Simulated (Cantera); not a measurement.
# Ignition delay

Mixture: CO : H2 : O2 : N2 : H2O = 1 : 0.13 : 0.471 : 1.79 : 0.077 (molar parts), at 4.93 atm, adiabatic and at constant volume. Ignition delay is the time to a rise of 400 K.

Model: GRI-Mech 3.0 (53 species, 325 reactions), integrated in Cantera. The hydrogen kinetics of GRI-Mech 3.0 are dated; newer H2 mechanisms differ, most at raised pressure. Where the delays flatten at high temperature, the 400 K rule measures the pace of heat release, not the induction time.

```json
[
 {"T0 (K)": "1000", "delay (ms)": "3.14"},
 {"T0 (K)": "1100", "delay (ms)": "0.246"},
 {"T0 (K)": "1200", "delay (ms)": "0.0366"},
 {"T0 (K)": "1300", "delay (ms)": "0.0153"},
 {"T0 (K)": "1400", "delay (ms)": "0.00938"},
 {"T0 (K)": "1500", "delay (ms)": "0.00680"},
 {"T0 (K)": "1600", "delay (ms)": "0.00544"},
 {"T0 (K)": "1700", "delay (ms)": "0.00464"}
]
```
